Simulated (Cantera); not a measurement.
A perfectly stirred reactor is fed with 3.27 % CH₄, 4.58 % C₂H₆, 18.8 % O₂, 70.6 % N₂, 2.78 % CO₂, equivalence ratio 1.2, at 1.10 bar; it is adiabatic with a 375 K inlet, and is followed from long to short residence time, starting on the burning branch (τ in s: 0.19, 0.072, 0.027, 0.0099, 0.0037, 0.0014, 0.00051, 0.00019, 7e-05).

Cantera simulation using GRI-Mech 3.0 (53 species, 325 reactions); the numbers are that mechanism's predictions, not measurements.

Task: Predict: blow-out, bracketed by the residence times tried; x(CH₄) at τ = 0.190 s; x(C₂H₆) at τ = 0.190 s; x(O₂) at τ = 0.190 s; x(HCO) at τ = 0.190 s; x(NO₂) at τ = 0.190 s; x(CH₄) at τ = 3.70 ms; x(C₂H₆) at τ = 3.70 ms; x(O₂) at τ = 3.70 ms; x(HCO) at τ = 3.70 ms; x(NO₂) at τ = 3.70 ms.

Result: 
| Quantity | Value |
|---|---|
| blow-out, bracketed by the residence times tried | burning at 0.190 ms, out at 70.0 µs |
| x(CH₄) at τ = 0.190 s | 4.03e-6 |
| x(C₂H₆) at τ = 0.190 s | 1.58e-7 |
| x(O₂) at τ = 0.190 s | 0.000268 |
| x(HCO) at τ = 0.190 s | 3.65e-8 |
| x(NO₂) at τ = 0.190 s | 9.26e-9 |
| x(CH₄) at τ = 3.70 ms | 2.26e-5 |
| x(C₂H₆) at τ = 3.70 ms | 4.48e-6 |
| x(O₂) at τ = 3.70 ms | 0.00280 |
| x(HCO) at τ = 3.70 ms | 8.47e-7 |
| x(NO₂) at τ = 3.70 ms | 1.48e-8 |
